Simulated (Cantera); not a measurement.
A freely propagating, adiabatic, planar premixed flame of H2 : O2 : N2 = 1 : 0.2 : 0.752 (molar parts), equivalence ratio 2.5, unburnt at 423 K and 1.00 bar; mixture-averaged transport, grid criteria slope 0.08 and curve 0.16, no radiation.

Cantera simulation using the H2/O2 subset of GRI-Mech 3.0, which has no nitrogen chemistry; the numbers are that mechanism's predictions, not measurements. Burning velocities carry a grid error of a few per cent, more on coarse grids.

### Question
What does this change do: inlet temperature 423 to 625 K?

### Answer
| quantity | before | after |
|---|---|---|
| laminar burning velocity | 462 cm/s | 915 cm/s |
| thermal thickness | 0.406 mm | 0.478 mm |
| peak x(HO2) | 0.000362 | 0.000216 |
| peak x(H2O2) | 3.76e-5 | 5.59e-6 |
| peak x(OH) | 0.00176 | 0.00278 |
| peak x(H) | 0.0684 | 0.0878 |

### Question
What does this change do: inlet temperature 423 to 400 K?

### Answer
| quantity | before | after |
|---|---|---|
| laminar burning velocity | 462 cm/s | 421 cm/s |
| thermal thickness | 0.406 mm | 0.395 mm |
| peak x(HO2) | 0.000362 | 0.000378 |
| peak x(H2O2) | 3.76e-5 | 4.60e-5 |
| peak x(OH) | 0.00176 | 0.00168 |
| peak x(H) | 0.0684 | 0.0663 |
